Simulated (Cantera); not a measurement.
Input: 1 mol Hg, 0.28 mol H₂, equilibrated at 477 °C and 570 Torr.

Method: chemical equilibrium by Gibbs-energy minimisation in Cantera with the NASA 1993 tables (ideal gas, pure condensed phases). Candidate condensed phases: Hg; 3 gas species. Kinetics and transport are ignored.

Problem. What is the equilibrium state?

Solution. 
```
Item                                  Value
--------------------------------  ---------
x(Hg)                                 0.781
x(H₂)                                 0.219
gas amount                        1.280 mol
log10 activity of Hg(l) (absent)      -1.01
```
